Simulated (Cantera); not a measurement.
An adiabatic, constant-pressure homogeneous reactor starts with 11.8 % CO, 17.7 % H₂, 2.00 % CH₄, 14.4 % O₂, 54.2 % N₂, at 1425 K and 10.0 bar.

Detailed kinetics in Cantera: GRI-Mech 3.0 (53 species, 325 reactions).

**Question.** Predict: time of steepest temperature rise; temperature at 2.00 s; equilibrium temperature; x(CO) at 2.00 s; x(H₂) at 2.00 s; x(O₂) at 2.00 s; x(NO) at 2.00 s.

**Answer.** 
```json
{
 "time_of_steepest_temperature_rise": "4.12 µs",
 "temperature at 2.00 s": "2971 K",
 "equilibrium_temperature": "2971 K",
 "x(CO) at 2.00 s": "0.0847 (gas-phase equilibrium 0.0847)",
 "x(H₂) at 2.00 s": "0.0336 (gas-phase equilibrium 0.0336)",
 "x(O₂) at 2.00 s": "0.00541 (gas-phase equilibrium 0.00541)",
 "x(NO) at 2.00 s": "0.00641 (gas-phase equilibrium 0.00641)"
}
```
